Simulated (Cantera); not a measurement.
Feed: 1 mol SiCl4, 1.1 mol Cl2, 0.33 mol H2, held at 848.15 K and 750 Torr.

These are equilibrium values from Cantera (NASA tables, ideal gas, pure condensed phases), not measurements of a reactor. Candidate condensed phases: Si; 19 gas species. Equilibrium is a limit: real reactors are often held back by kinetics, nucleation or transport.

Base state: SiCl4 0.412, Cl2 0.317, HCl 0.272, Cl 1.51e-5 (mole fractions); condensed: gas only.

### Question
What changes in the equilibrium state with this change: SiCl4 replaced by Si?

### Answer
```tsv
species	before	after
SiCl4	0.412	0.549
H2	<1e-9	0.321
SiHCl3	<1e-9	0.125
Cl2	0.317	<1e-9
HCl	0.272	0.00228
SiH2Cl2	<1e-9	0.00250
SiCl3	<1e-9	0.000383
SiCl2	<1e-9	1.93e-5
Si(s), mol	0	0.423
```
The tables' values for SiCl3 are old estimates; treat these amounts as uncertain.
